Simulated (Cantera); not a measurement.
A Cantera script and its output.

```python
import numpy as np
import cantera as ct

gas = ct.Solution("gri30.yaml")
gas.TPX = 1000, 1333, {'C2H4': 4.6, 'H2': 16}
reactor = ct.IdealGasConstPressureReactor(gas, energy="off", clone=False)
net = ct.ReactorNet([reactor])
net.rtol, net.atol = 1e-08, 1e-18
show = ['C2H4', 'H2', 'CH4', 'H', 'CH3', 'CH2', 'C2H']
times = np.geomspace(7e-06, 300, 12)

steps = ct.SolutionArray(gas, extra=["t"])
rows = []
print(f"{'t/s':>10s}{'T/K':>9s}{'P/Pa':>11s}" + "".join(f"{s:>11s}" for s in show))
for t in times:
    while net.time < t:
        t_next = net.step()
        steps.append(gas.state, t=t_next)
    rows.append([np.interp(t, steps.t, y) for y in (steps.T, steps.P, *steps(*show).X.T)])
    print(f"{t:10.3e}{rows[-1][0]:9.1f}{rows[-1][1]:11.4g}" + "".join(f"{x:11.3e}" for x in rows[-1][2:]))
rate = np.gradient(steps.T, steps.t)
print("integrator steps:", len(steps.t))
if steps.T.max() > steps.T[0] + 200:
    print(f"time of steepest temperature rise: {steps.t[rate.argmax()]:.4e} s")
gas.TPX = 1000, 1333, {'C2H4': 4.6, 'H2': 16}
gas.equilibrate("TP")
print(f"equilibrium (TP): T = {gas.T:.1f} K  " + "  ".join(f"{s} {gas[s].X[0]:.3e}" for s in show))
```

It prints:

```
       t/s      T/K       P/Pa       C2H4         H2        CH4          H        CH3        CH2        C2H
 7.000e-06   1000.0       1333  2.233e-01  7.767e-01  7.729e-26  2.397e-15  1.161e-25  1.737e-25  2.591e-31
 3.459e-05   1000.0       1333  2.233e-01  7.767e-01  1.518e-24  1.124e-14  2.624e-24  3.373e-24  5.470e-30
 1.709e-04   1000.0       1333  2.233e-01  7.767e-01  3.958e-23  4.699e-14  1.059e-22  6.727e-23  1.158e-28
 8.444e-04   1000.0       1333  2.233e-01  7.767e-01  3.090e-21  1.944e-13  6.781e-21  9.786e-22  2.382e-27
 4.172e-03   1000.0       1333  2.233e-01  7.767e-01  6.905e-19  8.789e-13  3.491e-19  7.986e-21  5.326e-26
 2.062e-02   1000.0       1333  2.233e-01  7.767e-01  1.141e-16  4.245e-12  1.081e-17  4.365e-20  1.280e-24
 1.019e-01   1000.0       1333  2.233e-01  7.767e-01  1.468e-14  2.088e-11  2.765e-16  2.199e-19  3.115e-23
 5.033e-01   1000.0       1333  2.233e-01  7.767e-01  1.795e-12  1.035e-10  6.834e-15  1.095e-18  7.708e-22
 2.487e+00   1000.0       1333  2.233e-01  7.767e-01  2.234e-10  5.628e-10  1.790e-13  5.960e-18  2.177e-20
 1.229e+01   1000.0       1333  2.233e-01  7.767e-01  1.026e-07  1.485e-08  3.316e-11  1.575e-16  5.309e-18
 6.072e+01   1000.0       1333  2.150e-01  7.751e-01  1.888e-03  5.653e-07  7.691e-08  2.254e-14  3.718e-14
 3.000e+02   1000.0       1333  1.893e-01  7.671e-01  2.053e-02  5.252e-07  2.861e-07  6.279e-14  2.113e-13
integrator steps: 617
equilibrium (TP): T = 1000.0 K  C2H4 7.549e-03  H2 4.424e-01  CH4 5.474e-01  H 1.316e-08  CH3 2.813e-07  CH2 2.471e-15  C2H 1.270e-15
```

Detailed kinetics in Cantera: GRI-Mech 3.0 (53 species, 325 reactions). GRI-Mech 3.0 was tuned for natural gas; its chemistry of ethylene as a main component is partial and can be far from experiment. GRI-Mech 3.0 stops at C3 and has no aromatics, soot or wall deposition, so with more carbon than oxygen in the feed, carbon stays in small species such as C2H2 where larger ones or solid carbon would form. Radical loss at walls, strong at low pressure, is not modelled.
